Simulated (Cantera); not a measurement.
Mixture: CH4 : C2H6 : O2 : N2 = 1 : 0.27 : 3.04 : 8.8 (molar parts), equivalence ratio 0.97, at 4.20 bar, adiabatic and at constant pressure. Ignition delay is the time to a rise of 400 K.

Cantera simulation using GRI-Mech 3.0 (53 species, 325 reactions); the numbers are that mechanism's predictions, not measurements.

Q: What does this change do: pressure from 4.20 bar to 1.01 bar?

A: 
```csv
quantity,before,after
delay at 1175 K,1.65 ms,3.80 ms
delay at 1275 K,0.386 ms,0.888 ms
delay at 1375 K,0.126 ms,0.312 ms
delay at 1475 K,52.2 µs,0.138 ms
delay at 1575 K,25.1 µs,68.7 µs
delay at 1675 K,13.2 µs,37.6 µs
delay at 1775 K,7.58 µs,22.4 µs
apparent activation energy between 1575 and 1775 K,140 kJ/mol,130 kJ/mol
```

Q: What does this change do: 0.97 parts H2O added?

A: 
```
quantity                                                before       after
--------------------------------------------------  ----------  ----------
delay at 1175 K                                        1.65 ms     1.65 ms
delay at 1275 K                                       0.386 ms    0.388 ms
delay at 1375 K                                       0.126 ms    0.129 ms
delay at 1475 K                                        52.2 µs     55.0 µs
delay at 1575 K                                        25.1 µs     26.8 µs
delay at 1675 K                                        13.2 µs     14.1 µs
delay at 1775 K                                        7.58 µs     8.03 µs
apparent activation energy between 1575 and 1775 K  140 kJ/mol  140 kJ/mol
```
